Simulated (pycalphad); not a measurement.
## Invariant reactions of Si-Y

Source of the numbers: pycalphad with the COST 507 light-alloy database (1999); pressure 1 atm. The data set is of 1999 and partly superseded. Kinetics are ignored, which matters at the lower temperatures.

```tsv
type	reaction on cooling	T (K)	Y in phase 1 (wt.%)	Y in phase 2 (wt.%)	Y in phase 3 (wt.%)
eutectic	LIQUID → SI4Y5 + SI3Y5	2113.8	79.8	80.6	84.1
eutectic	LIQUID → SIY + SI4Y5	2107.0	76.0	77.3	79.8
peritectic	LIQUID + SIY → SI5Y3_H	1915.3	61.4	65.5	76.0
peritectic	LIQUID + SI5Y3_H → SI2Y_H	1793.2	50.5	61.3	65.5
metatectic	BCC_A2 → LIQUID + HCP_A3	1752.0	99.47	>99.99	>99.99
eutectic	LIQUID → SI3Y5 + HCP_A3	1527.9	84.1	97.1	>99.99
eutectic	LIQUID → DIAMOND_A4 + SI2Y_R	1485.3	none	30.6	61.3
```

Phases 1 to 3 are ordered by rising Y content. The map covers 500 K to 2450 K; reactions that its mapper missed or could not classify are not listed.

Database names, with the compositions (at.%) that they take in these runs: SI3Y5: Y 62 Si 38; SIY: Si 50 Y 50; SI4Y5: Y 56 Si 44; SI5Y3_H: Si 62 Y 38; SI2Y_H: Si 67 Y 33; SI2Y_R: Si 67 Y 33. BCC_A2 is bcc; HCP_A3 is hcp; DIAMOND_A4 is diamond (Si). An entry "none" or "no" means that the model of the phase leaves that element out.
